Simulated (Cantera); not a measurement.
An isothermal, constant-pressure homogeneous reactor starts with H2 : O2 = 0.047 : 1 (molar parts), equivalence ratio 0.024, at 1225 K and 250 Pa.

Model: the H2/O2 subset of GRI-Mech 3.0, which has no nitrogen chemistry, integrated in Cantera. Radical loss at walls, strong at low pressure, is not modelled. The temperature is held fixed by assumption; the heat of reaction is taken as removed at once.

x: mole fraction; the columns are a selection and need not sum to one.

```csv
t (s),x H2,x O2,x OH,x O,x H,x H2O2,x HO2
7.00e-5,0.0449,0.955,1.19e-10,1.23e-10,7.06e-10,<1e-12,8.21e-10
0.000193,0.0449,0.955,7.24e-10,7.84e-10,1.61e-9,<1e-12,2.26e-9
0.000530,0.0449,0.955,3.73e-9,4.51e-9,3.74e-9,1.39e-12,6.22e-9
0.00146,0.0449,0.955,…,…,…,1.04e-11,…
0.00401,0.0449,0.955,7.47e-7,1.09e-6,4.57e-7,7.81e-11,4.76e-8
0.0110,0.0331,0.946,0.00344,0.00597,0.00274,1.77e-8,5.00e-7
0.0304,0.000701,0.918,0.00339,0.0320,0.00652,1.42e-8,5.57e-7
0.0837,0.000670,0.920,0.00332,0.0307,0.00612,1.42e-8,5.52e-7
0.230,0.000608,0.923,0.00317,0.0275,0.00521,1.44e-8,5.39e-7
0.634,0.000469,0.931,0.00279,0.0207,0.00342,1.46e-8,5.02e-7
1.74,0.000248,0.942,0.00204,0.0106,0.00127,1.40e-8,4.05e-7
4.80,…,0.950,…,…,…,…,…
13.2,1.37e-5,0.953,0.000484,0.000567,1.59e-5,5.76e-9,8.53e-8
36.3,2.35e-6,0.954,0.000201,9.71e-5,1.13e-6,2.26e-9,2.32e-8
100,4.65e-7,0.954,8.92e-5,1.92e-5,9.90e-8,7.66e-10,7.24e-9
```

**Question.** What belongs in the gaps?

**Answer.** 
- 0.00146, x OH: 2.33e-8
- 0.00146, x O: 3.25e-8
- 0.00146, x H: 1.57e-8
- 0.00146, x HO2: 1.71e-8
- 4.80, x H2: 7.32e-5
- 4.80, x OH: 0.00111
- 4.80, x O: 0.00305
- 4.80, x H: 0.000197
- 4.80, x H2O2: 1.08e-8
- 4.80, x HO2: 2.33e-7
